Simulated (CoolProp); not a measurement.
Nitrogen along the isobar 46 bar: density (kg/m³) from the reference equation and from simpler models built on Tc = 126.2 K, pc = 33.96 bar, ω = 0.037; each cubic takes its own stable root.

The numbers come from the reference Helmholtz-energy equation of state, Span 2000 in CoolProp.

```json
[
 {"T (K)": "90.8", "phase": "liquid", "reference": "756.9"},
 {"T (K)": "123.1", "phase": "liquid", "reference": "544.0"},
 {"T (K)": "155.3", "phase": "supercritical", "reference": "135.1"},
 {"T (K)": "187.6", "phase": "supercritical", "reference": "93.81"},
 {"T (K)": "219.8", "phase": "supercritical", "reference": "74.95"},
 {"T (K)": "252.1", "phase": "supercritical", "reference": "63.23"},
 {"T (K)": "284.3", "phase": "supercritical", "reference": "55.04"},
 {"T (K)": "316.6", "phase": "supercritical", "reference": "48.88"},
 {"T (K)": "348.9", "phase": "supercritical", "reference": "44.05"},
 {"T (K)": "381.1", "phase": "supercritical", "reference": "40.15"},
 {"T (K)": "413.4", "phase": "supercritical", "reference": "36.90"}
]
```

Task: How far does each simpler model (van der Waals, Soave-Redlich-Kwong) lie from the reference over these 11 states: mean and median of the absolute difference, and the worst?

Result: 
- van der Waals: mean 7.2 %, median 2.7 %, worst -29.6 % at 90.8 K and 46 bar
- Soave-Redlich-Kwong: mean 1.3 %, median 0.7 %, worst -8.7 % at 123.1 K and 46 bar
